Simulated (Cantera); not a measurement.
Cantera run:

```python
import numpy as np
import cantera as ct

gas_names = """
    H HO2 H2 H2O H2O2 O OH O2 O3 Si SiH SiH2 SiH3 SiH4 SiO SiO2 Si2 Si3
""".split()
cond_names = """
    H2O(s) H2O(L) Si(cr) Si(L) SiO2(Lqz) SiO2(hqz) SiO2(L)
""".split()


# ... load() reads the species with a 1 bar reference pressure and builds the phases ...
atoms = {
    'Si': {'Si': 1},
    'H2O': {'H': 2, 'O': 1},
    'H2': {'H': 2},
}
top_T = {}  # K; cautious upper limits of use, not melting points


# ... equilibrate(T, P, feed) seeds the gas with the atoms and calls Mixture.equilibrate('TP', solver="vcs", rtol=1e-11, max_steps=5000) ...
results = []
feed = {'Si': 1, 'H2O': 0.0017, 'H2': 1.6}  # mol
P = 1000  # Pa
for T in [1325, 1400, 1475, 1550, 1625, 1700, 1775, 1850, 1925, 2000, 2075, 2150]:
    mix = equilibrate(T, P, feed)
    results.append((T, P, feed, dict(zip(mix.species_names, mix.species_moles))))

top = {s: max(r[3][s] / sum(r[3][g] for g in gas_names) for r in results) for s in gas_names}
cols = sorted((s for s in top if top[s] > 0.001), key=lambda s: -top[s])[:8]
seen = [c for c in cond_names if any(r[3].get(c, 0) > 1e-12 for r in results)]
print("log10 of partial pressures in bar; condensed amounts in mol")
print(f"{'T/K':>10s}" + "".join(f"{s[:9]:>10s}" for s in cols + seen))
for T, P, feed, n in results:
    ng = sum(n[g] for g in gas_names)
    print(f"{T:10.4g}" + "".join(f"{np.log10(max(n[s] / ng * P / 1e5, 1e-99)):10.3f}" for s in cols)
          + "".join(f"{n.get(c, 0):10.4g}" for c in seen))
```

Result:

```
log10 of partial pressures in bar; condensed amounts in mol
       T/K        H2         H        Si       SiH       SiO    Si(cr)     Si(L)
      1325    -2.000    -6.787   -10.025   -10.165    -4.975    0.9983         0
      1400    -2.000    -6.313    -9.085    -9.387    -4.975    0.9983         0
      1475    -2.001    -5.887    -8.240    -8.689    -4.975    0.9983         0
      1550    -2.001    -5.502    -7.479    -8.059    -4.975    0.9983         0
      1625    -2.001    -5.152    -6.788    -7.489    -4.975    0.9983         0
      1700    -2.001    -4.832    -6.168    -6.979    -4.975         0    0.9982
      1775    -2.002    -4.539    -5.659    -6.571    -4.975         0    0.9979
      1850    -2.003    -4.270    -5.191    -6.196    -4.976         0    0.9971
      1925    -2.005    -4.022    -4.759    -5.851    -4.977         0    0.9951
      2000    -2.010    -3.794    -4.361    -5.534    -4.980         0    0.9904
      2075    -2.017    -3.583    -3.992    -5.243    -4.985         0    0.9798
      2150    -2.030    -3.390    -3.649    -4.974    -4.994         0    0.9571
```

Method: chemical equilibrium by Gibbs-energy minimisation in Cantera with the NASA 1993 tables (ideal gas, pure condensed phases). Gases not in the tables: Si2H6 and higher silanes.
